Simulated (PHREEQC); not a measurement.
## Copper plating or etch bath: an equilibrium model

A solution holds 0.021 mol/kgw Cu(NO3)2, 0.00024 mol/kgw HBF4 and 0.005 mol/kgw H3BO3, at 56 °C. Closed to the air; pH follows from the charge balance.

Computed with PHREEQC (ion-association model, phreeqc.dat).

Precipitation was switched off in this run.

**Question.** Predict the pH, density, specific conductance.

**Answer.** pH 3.35; density 0.988 g/cm³; specific conductance 7900 µS/cm.

**Question.** In which forms is F present?

**Answer.** F- 44 %, HF 42 %, CuF+ 9.3 %, BF2(OH)2- 3.8 %, BF3OH- 0.6 % of the F.

At this temperature some constants are extrapolated from 25 °C, and those without enthalpy data are left unchanged. Real BF4- forms and hydrolyses slowly; the run takes it at equilibrium.
